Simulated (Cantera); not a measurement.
A perfectly stirred reactor is fed with CH4 : H2 : O2 : N2 = 1 : 0.042 : 1.26 : 5.56 (molar parts), equivalence ratio 1.6, at 100000 Pa; it is adiabatic with a 500 K inlet, and is followed from long to short residence time, starting on the burning branch (τ in s: 0.1, 0.039, 0.014, 0.0054, 0.002, 0.00075, 0.00028, 0.0001, 3.9e-05, 1.4e-05, 5.4e-06).

Computed with Cantera and GRI-Mech 3.0 (53 species, 325 reactions).

### Question
What does this change do: inlet temperature 500 to 350 K?

### Answer
| quantity | before | after |
|---|---|---|
| blow-out, bracketed by the residence times tried | burning at 2.00 ms, out at 0.750 ms | burning at 5.40 ms, out at 2.00 ms |
| x(CH4) at τ = 0.100 s | 0.00331 | 0.00593 |
| x(H2) at τ = 0.100 s | 0.0785 | 0.0692 |
| x(O2) at τ = 0.100 s | 0.000417 | 0.000876 |
| x(HO2) at τ = 0.100 s | 6.95e-8 | 1.50e-7 |
| x(CH2) at τ = 0.100 s | 1.06e-6 | 7.49e-7 |
| x(CH4) at τ = 0.750 ms | 0.127 | 0.127 |
| x(H2) at τ = 0.750 ms | 0.00534 | 0.00534 |
| x(O2) at τ = 0.750 ms | 0.160 | 0.160 |
| x(HO2) at τ = 0.750 ms | <1e-12 | <1e-12 |
| x(CH2) at τ = 0.750 ms | <1e-12 | <1e-12 |
